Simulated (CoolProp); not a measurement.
Isobutane along the isotherm 441.7 K: fugacity coefficient from the reference equation and from simpler models built on Tc = 407.8 K, pc = 36.29 bar, ω = 0.184; each cubic takes its own stable root.

Values from CoolProp's reference Helmholtz-energy equation of state, Bücker 2006.

| p (bar) | phase | reference |
|---|---|---|
| 6.8 | gas | 0.9516 |
| 13.6 | gas | 0.9041 |
| 20.4 | gas | 0.8574 |
| 27.2 | gas | 0.8113 |
| 34 | gas | 0.7658 |
| 40.8 | supercritical | 0.7204 |
| 47.6 | supercritical | 0.6752 |
| 54.4 | supercritical | 0.6302 |

### Question
How far does each simpler model (van der Waals, Soave-Redlich-Kwong) lie from the reference over these 8 states: mean and median of the absolute difference, and the worst?

### Answer
- van der Waals: mean 0.6 %, median 0.7 %, worst +1.0 % at 441.7 K and 34 bar
- Soave-Redlich-Kwong: mean 0.3 %, median 0.1 %, worst +1.0 % at 441.7 K and 54.4 bar
